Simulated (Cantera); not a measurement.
## Ignition delay

Mixture: H₂ : O₂ : N₂ = 1 : 0.333 : 1.25 (molar parts), equivalence ratio 1.5, at 33.0 bar, adiabatic and at constant pressure. Ignition delay is the time to a rise of 400 K.

Model: the H2/O2 subset of GRI-Mech 3.0, which has no nitrogen chemistry, integrated in Cantera. The hydrogen kinetics of GRI-Mech 3.0 are dated; newer H2 mechanisms differ, most at raised pressure. The pressure lies above the range GRI-Mech 3.0 was tuned for (to about 10 atm).

```json
[
 {"T0 (K)": "1225", "delay (ms)": "0.0628"},
 {"T0 (K)": "1275", "delay (ms)": "0.0279"},
 {"T0 (K)": "1325", "delay (ms)": "0.0122"},
 {"T0 (K)": "1375", "delay (ms)": "0.00516"},
 {"T0 (K)": "1425", "delay (ms)": "0.00215"},
 {"T0 (K)": "1475", "delay (ms)": "0.00105"},
 {"T0 (K)": "1525", "delay (ms)": "0.000654"},
 {"T0 (K)": "1575", "delay (ms)": "0.000469"}
]
```

```yaml
apparent activation energy between 1475 and 1575 K: 160 kJ/mol
```
